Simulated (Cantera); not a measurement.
Source: NASA polynomial tables (part measured, part estimated), evaluated in Cantera. Values are per mole of reaction as written; species without (g) are pure solids or liquids, kept so even where they would boil at 1 bar.

Question: Between 525 and 975 K, where is each reaction favourable under standard conditions?
- SO2(g) + 2 Mg(g) ⇌ 2 MgO + S
- 3 Mg(g) + SO2(g) ⇌ MgS + 2 MgO

Answer: 
- SO2(g) + 2 Mg(g) ⇌ 2 MgO + S: ΔG° is -961 kJ at 525 K and -771 kJ at 975 K; it stays negative (K > 1). ΔH° is -1173 kJ and ΔS° -413 J/K at 975 K.
- 3 Mg(g) + SO2(g) ⇌ MgS + 2 MgO: ΔG° is -1385 kJ at 525 K and -1131 kJ at 975 K; it stays negative (K > 1). ΔH° is -1671 kJ and ΔS° -554 J/K at 975 K.
